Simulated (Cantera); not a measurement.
Thermodynamics of abatement and gas-phase synthesis, feed H2S + O2

A closed system holds: 1 mol H2S, 1.1 mol O2, held at 0.00160 bar.

Method: chemical equilibrium by Gibbs-energy minimisation in Cantera with the NASA 1993 tables (ideal gas, pure condensed phases). Candidate condensed phases: H2O, H2SO4, S; 19 gas species. Rates play no part.

From 1550 K to 2600 K nothing is condensed.

```csv
T (K),log p H2O,log p SO2,log p H,log p H2,log p SO,log p O,log p S2,log p OH,log p S,log p O2
1550,-3.16,-3.23,-6.39,-3.78,-4.53,-9.92,-3.93,-7.24,-6.11,-9.64
1700,-3.21,-3.23,-5.66,-3.65,-4.19,-8.60,-4.04,-6.50,-5.52,-8.50
1850,-3.26,-3.24,-5.05,-3.57,-3.94,-7.48,-4.23,-5.87,-5.07,-7.52
2000,-3.31,-3.26,-4.56,-3.53,-3.77,-6.49,-4.53,-5.33,-4.76,-6.63
2150,-3.35,-3.28,-4.15,-3.54,-3.68,-5.59,-4.98,-4.84,-4.59,-5.77
2300,-3.41,-3.33,-3.81,-3.60,-3.64,-4.80,-5.48,-4.42,-4.50,-4.99
2450,-3.57,-3.44,-3.54,-3.68,-3.60,-4.17,-5.81,-4.14,-4.35,-4.44
2600,-3.92,-3.68,-3.34,-3.84,-3.60,-3.73,-5.89,-4.05,-4.13,-4.20
```
log p: log10 of the partial pressure in bar; nothing condenses.
